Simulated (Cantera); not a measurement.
Charge: 1 mol n-butane, 0.52 mol NH3, 16 mol H2, held at 2323.15 K and 10.0 mbar.

Cantera equilibrium calculation (NASA polynomials, part measured and part estimated; ideal gas, pure solids and liquids). Candidate condensed phases: C, C6H6, C7H8, C8H18; 92 gas species. Rates play no part.

Base state: H2 0.880, H 0.102, N2 0.00904, C2H2 (acetylene) 0.00426, HCN 0.00392, HNC 0.000369, C2H 2.37e-5, CN 2.01e-5 (mole fractions); condensed: C(graphite).

Task: What changes in the equilibrium state with this change: temperature from 2323.15 K to 900 K?

Result: 
```
species             before    after
----------------  --------  -------
H2                   0.880    0.985
N2                 0.00904   0.0118
CH4                1.59e-6  0.00303
H                    0.102  1.16e-9
C2H2 (acetylene)   0.00426    <1e-9
HNC               0.000369    <1e-9
HCN                0.00392  9.43e-8
C2H                2.37e-5    <1e-9
C(graphite), mol      3.70     3.93
```

Task: What changes in the equilibrium state with this change: temperature from 2323.15 K to 2473 K?

Result: 
```tsv
species	before	after
H2	0.880	0.782
H	0.102	0.197
N2	0.00904	0.00773
C2H2 (acetylene)	0.00426	0.00754
C3	2.55e-6	3.25e-5
C	1.21e-6	1.14e-5
C2H	2.37e-5	0.000129
CN	2.01e-5	7.22e-5
C(graphite), mol	3.70	3.48
```
